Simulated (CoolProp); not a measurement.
A closed Brayton cycle with dry air: compressor inlet 316.15 K and 2.7 MPa, high pressure 7.23 MPa, turbine inlet 655 K, compressor efficiency 0.85, turbine efficiency 0.9, recuperator effectiveness 0.9 (on enthalpy, no pinch check). Each further row changes one setting.

Model: reference Helmholtz-energy equation of state, Lemmon 2000, in CoolProp. It is a pseudo-pure fit of the blend.

```tsv
case	thermal efficiency (%)	net work (kJ/kg)	compressor to turbine work	compressor exit (K)	turbine exit (K)
as stated	16.3	26.0	0.83	437.5	514.8
turbine inlet 605 K	10.0	14.4	0.89	437.5	474.2
compressor inlet 326.15 K	13.9	22.0	0.85	451.1	514.8
high pressure 6.15 MPa	18.9	26.9	0.79	415.2	535.6
recuperator effectiveness 0.5	13.5	26.0	0.83	437.5	514.8
```
